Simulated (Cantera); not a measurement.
Cantera with NASA thermochemical tables; ideal gases at 1 bar, condensed phases pure. Values are per mole of reaction as written; species without (g) are pure solids or liquids, kept so even where they would boil at 1 bar.

Q: Between 300 and 2225 K, where is each reaction favourable under standard conditions?
- 3 NH₃(g) + 4 CrO₃(g) ⇌ 3 NO(g) + 4 Cr + 9 OH(g)

A: 
- 3 NH₃(g) + 4 CrO₃(g) ⇌ 3 NO(g) + 4 Cr + 9 OH(g): ΔG° is 1716 kJ at 300 K and 147 kJ at 2225 K; it stays positive (K < 1). ΔH° is 2118 kJ and ΔS° 886 J/K at 2225 K.
